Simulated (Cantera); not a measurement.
Input (Python, Cantera) and output of one run.

```python
import numpy as np
import cantera as ct

gas_names = [...]  # 123 gases of nasa_gas.yaml made of C, H, O, Si
cond_names = """
    C(gr) C6H6(L) C7H8(L) C8H18(L),n-octa H2O(s) H2O(L) Si(cr) Si(L) SiC(b) SiO2(Lqz) SiO2(hqz) SiO2(L)
""".split()


# ... load() reads the species with a 1 bar reference pressure and builds the phases ...
atoms = {
    'SiC': {'Si': 1, 'C': 1},
    'O2': {'O': 2},
    'H2': {'H': 2},
}
top_T = {'C(gr)': 4500, 'SiC(b)': 3050}  # K; cautious upper limits of use, not melting points


# ... equilibrate(T, P, feed) seeds the gas with the atoms and calls Mixture.equilibrate('TP', solver="vcs", rtol=1e-11, max_steps=5000) ...
results = []
feed = {'SiC': 1, 'O2': 0.39, 'H2': 730}  # mol
P = 3000  # Pa
for T in [948, 1048, 1148, 1248, 1348, 1448, 1548, 1648, 1748, 1848, 1948, 2048, 2148]:
    mix = equilibrate(T, P, feed)
    results.append((T, P, feed, dict(zip(mix.species_names, mix.species_moles))))

top = {s: max(r[3][s] / sum(r[3][g] for g in gas_names) for r in results) for s in gas_names}
cols = sorted((s for s in top if top[s] > 0.001), key=lambda s: -top[s])[:6]
seen = [c for c in cond_names if any(r[3].get(c, 0) > 1e-12 for r in results)]
print("log10 of partial pressures in bar; condensed amounts in mol")
print(f"{'T/K':>10s}" + "".join(f"{s[:9]:>10s}" for s in cols + seen))
for T, P, feed, n in results:
    ng = sum(n[g] for g in gas_names)
    print(f"{T:10.4g}" + "".join(f"{np.log10(max(n[s] / ng * P / 1e5, 1e-99)):10.3f}" for s in cols)
          + "".join(f"{n.get(c, 0):10.4g}" for c in seen))
```

It prints:

```
log10 of partial pressures in bar; condensed amounts in mol
       T/K        H2         H        Si    SiC(b) SiO2(hqz)
       948    -1.523   -10.042   -19.670      0.61      0.39
      1048    -1.523    -8.874   -17.395    0.6114    0.3886
      1148    -1.523    -7.906   -15.313    0.6614    0.3385
      1248    -1.523    -7.092   -12.927    0.7263    0.2676
      1348    -1.523    -6.397   -10.772    0.6813    0.1466
      1448    -1.523    -5.797    -9.358    0.6089         0
      1548    -1.523    -5.273    -8.244    0.6087         0
      1648    -1.524    -4.812    -7.267    0.6076         0
      1748    -1.524    -4.403    -6.408    0.6009         0
      1848    -1.525    -4.038    -5.668    0.5708         0
      1948    -1.526    -3.710    -5.079    0.4697         0
      2048    -1.529    -3.415    -4.677    0.2381         0
      2148    -1.534    -3.147    -4.485         0         0
```

Equilibrium computed with Cantera from the NASA thermochemical tables; the gas is ideal and each condensed phase is pure. Mutual solubility and eutectic melting of coexisting phases are not modelled. The tables hold silica as quartz up to 1696 K and as liquid above; real silica turns to tridymite and cristobalite and melts near 1996 K. Gases not in the tables: Si2H6 and higher silanes.
